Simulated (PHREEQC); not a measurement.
## Metal-bearing waste water: speciation

Make-up at 25 °C: 84 mmol/kgw CuSO4, 0.11 mmol/kgw CuCl2, 0.059 mmol/kgw NaF and 0.6 mmol/kgw NaCl. Closed to the air; pH follows from the charge balance.

Equilibrium calculation in PHREEQC: ion-association model, wateq4f.dat.

The pH is 4.55 and the ionic strength is 0.178 mol/kgw.

```tsv
species	molality	activity	log γ
Cu+2	0.0443	0.0150	-0.470
SO4-2	0.0442	0.0135	-0.515
CuSO4	0.0397	0.0413	0.018
Cl-	0.000788	0.000568	-0.142
Na+	0.000617	0.000463	-0.125
HSO4-	5.00e-5	3.68e-5	-0.133
F-	4.58e-5	3.28e-5	-0.145
NaSO4-	4.16e-5	3.13e-5	-0.123
Cu2(OH)2+2	3.91e-5	1.25e-5	-0.496
H+	3.50e-5	2.81e-5	-0.096
```

This is a speciation only: nothing precipitates in the calculation. The solution is supersaturated, for example in Antlerite, Brochantite, so a real one may precipitate; this is no full list. Species that the database lacks are ignored.
